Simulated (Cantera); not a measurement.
A closed system holds: 1 mol B2O3, 4.4 mol N2, held at 0.100 bar.

Cantera equilibrium calculation (NASA polynomials, part measured and part estimated; ideal gas, pure solids and liquids). Candidate condensed phases: B, BN, B2O3; 17 gas species. Kinetics and transport are ignored.

Which condensed phases are stable at each of these points (T (°C)): 550, 700, 850, 1000, 1150, 1300, 1450, 1600, 1750, 1900?


```
T (°C)  condensed phases  B condensed (%)
------  ----------------  ---------------
550              B2O3(l)            100.0
700              B2O3(l)            100.0
850              B2O3(l)            100.0
1000             B2O3(l)            100.0
1150             B2O3(l)            100.0
1300             B2O3(l)             99.6
1450             B2O3(l)             95.0
1600             B2O3(l)             56.0
1750            gas only              0.0
1900            gas only              0.0
```

From 550 °C to 1600 °C the condensed part is B2O3(l). From 1750 °C to 1900 °C nothing is condensed.
